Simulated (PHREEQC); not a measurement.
**Polishing slurry liquid: speciation**

Consider water at 10 °C with 0.0045 mol/kgw H2SO4, 0.00014 mol/kgw K2SO4 and 0.0029 mol/kgw KH2PO4. Closed to the air; pH follows from the charge balance.

Computed with PHREEQC (ion-association model, phreeqc.dat).

```
Item                          Result
--------------------  --------------
pH                              2.21
ionic strength        0.0134 mol/kgw
specific conductance      2030 µS/cm
total alkalinity        -9.00 meq/kg
```

```tsv
species	molality	activity	log γ
H+	0.00674	0.00611	-0.043
SO4-2	0.00350	0.00224	-0.194
K+	0.00314	0.00280	-0.051
H2PO4-	0.00174	0.00156	-0.048
H3PO4	0.00116	0.00116	0.001
HSO4-	0.00110	0.000980	-0.050
KSO4-	3.73e-5	3.34e-5	-0.048
HPO4-2	2.27e-8	1.45e-8	-0.194
```

This is a speciation only: nothing precipitates in the calculation. Away from 25 °C the constants follow the database's enthalpies or fits; those with neither stay at their 25 °C values.
